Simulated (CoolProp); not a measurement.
Vapour-liquid equilibrium of R134a (1) + R245fa (2) at 219.6 K; x and y are mole fractions of (1).

Computed with CoolProp (multi-fluid Helmholtz-energy mixture model, Tillner-Roth 1994 and Akasaka 2015; pair parameters Akasaka 2014).

Q: Give the bubble pressure and the first vapour's composition at x = 0.05, 0.2, 0.65. Is there an azeotrope?

A: x = 0.05: 0.003319 MPa, y = 0.368; x = 0.2: 0.006610 MPa, y = 0.731; x = 0.65: 0.01627 MPa, y = 0.951. No azeotrope shows between x = 0.05 and 0.95.

The pair parameters rest on a limited set of measurements; away from them the model extrapolates.
